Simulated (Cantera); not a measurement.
What does this Cantera script print?

```python
import numpy as np
import cantera as ct

gas_names = """
    NO2 CL2 NO
""".split()
cond_names = """
    SrCL2(a) SrCL2(b) SrCL2(L) SrO(s) SrO(L)
""".split()


# ... load() reads the species with a 1 bar reference pressure and builds the phases ...
species = {s.name: s for s in load("nasa_gas.yaml", gas_names) + load("nasa_condensed.yaml", cond_names)}
# Each term lists the table entries of one substance; the one whose range holds T is used.
reactions = {
    'SrCl2 + NO2(g) = Cl2(g) + NO(g) + SrO':
        [(-1, ['SrCL2(a)', 'SrCL2(b)', 'SrCL2(L)']), (-1, ['NO2']), (1, ['CL2']), (1, ['NO']), (1, ['SrO(s)', 'SrO(L)'])],
}


def pick(names, T):
    return next(species[n] for n in names if species[n].thermo.min_temp <= T <= species[n].thermo.max_temp)


results = []
for label, terms in reactions.items():
    print(label)
    print("     T/K   dH/kJ  dS/(J/K)   dG/kJ   log10 K")
    for T in [1325, 1425, 1525, 1625, 1725, 1825, 1925, 2025, 2125]:
        used = [(nu, pick(names, T)) for nu, names in terms]
        dH = sum(nu * s.thermo.h(T) for nu, s in used) / 1e6
        dS = sum(nu * s.thermo.s(T) for nu, s in used) / 1e3
        dG = dH - T * dS / 1e3
        logK = -dG * 1e6 / (ct.gas_constant * T * np.log(10))
        results.append((label, T, dH, dS, dG, logK, [s.name for _, s in used]))
        print(f"{T:8g} {dH:8.1f} {dS:8.1f} {dG:8.1f} {logK:8.2f}")
```

Result:

```
SrCl2 + NO2(g) = Cl2(g) + NO(g) + SrO
     T/K   dH/kJ  dS/(J/K)   dG/kJ   log10 K
    1325    250.1     90.1    130.7    -5.15
    1425    247.2     88.0    121.8    -4.47
    1525    244.5     86.1    113.1    -3.87
    1625    241.8     84.4    104.6    -3.36
    1725    239.1     82.8     96.2    -2.91
    1825    236.5     81.4     88.0    -2.52
    1925    234.0     80.0     80.0    -2.17
    2025    231.5     78.8     72.0    -1.86
    2125    229.1     77.6     64.2    -1.58
```

Cantera with NASA thermochemical tables; ideal gases at 1 bar, condensed phases pure. Condensed species are held in their standard states even where they would react or evaporate.
